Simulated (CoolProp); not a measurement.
Vapour-liquid equilibrium of benzene (1) + toluene (2) at 393 kPa; x and y are mole fractions of (1).

Computed with CoolProp (multi-fluid Helmholtz-energy mixture model, Thol 2012 and Lemmon 2006; pair parameters Bell 2016).

```json
[
 {"x": "0.05", "bubble temperature (K)": "437.2", "y at the bubble point": "0.089", "dew temperature at overall composition x (K)": "438.2", "liquid density (mol/L)": "7.881"},
 {"x": "0.15", "bubble temperature (K)": "432.8", "y at the bubble point": "0.250", "dew temperature at overall composition x (K)": "435.6", "liquid density (mol/L)": "8.053"},
 {"x": "0.25", "bubble temperature (K)": "428.7", "y at the bubble point": "0.390", "dew temperature at overall composition x (K)": "432.9", "liquid density (mol/L)": "8.228"},
 {"x": "0.35", "bubble temperature (K)": "424.9", "y at the bubble point": "0.511", "dew temperature at overall composition x (K)": "429.9", "liquid density (mol/L)": "8.406"},
 {"x": "0.45", "bubble temperature (K)": "421.2", "y at the bubble point": "0.616", "dew temperature at overall composition x (K)": "426.8", "liquid density (mol/L)": "8.586"},
 {"x": "0.55", "bubble temperature (K)": "417.8", "y at the bubble point": "0.708", "dew temperature at overall composition x (K)": "423.5", "liquid density (mol/L)": "8.768"},
 {"x": "0.65", "bubble temperature (K)": "414.6", "y at the bubble point": "0.788", "dew temperature at overall composition x (K)": "420.0", "liquid density (mol/L)": "8.954"},
 {"x": "0.75", "bubble temperature (K)": "411.6", "y at the bubble point": "0.858", "dew temperature at overall composition x (K)": "416.2", "liquid density (mol/L)": "9.144"},
 {"x": "0.85", "bubble temperature (K)": "408.7", "y at the bubble point": "0.920", "dew temperature at overall composition x (K)": "412.0", "liquid density (mol/L)": "9.338"},
 {"x": "0.95", "bubble temperature (K)": "406.1", "y at the bubble point": "0.975", "dew temperature at overall composition x (K)": "407.3", "liquid density (mol/L)": "9.536"}
]
```

No azeotrope shows between x = 0.05 and 0.95.

Pair parameters are fitted to limited data, so mixtures are less certain than the pure fluids.
